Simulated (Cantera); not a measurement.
Iron carbonyl, mercury and lead vapours: Pb + H₂

Input: 1 mol Pb, 0.7 mol H₂, equilibrated at 777 °C and 0.0370 bar.

These are equilibrium values from Cantera (NASA tables, ideal gas, pure condensed phases), not measurements of a reactor. Candidate condensed phases: Pb; 4 gas species. Rates play no part.

```yaml
x(H₂): 0.999
x(Pb): 0.00126
n(Pb(l)): 0.999 mol
gas_amount: 0.7009 mol
```
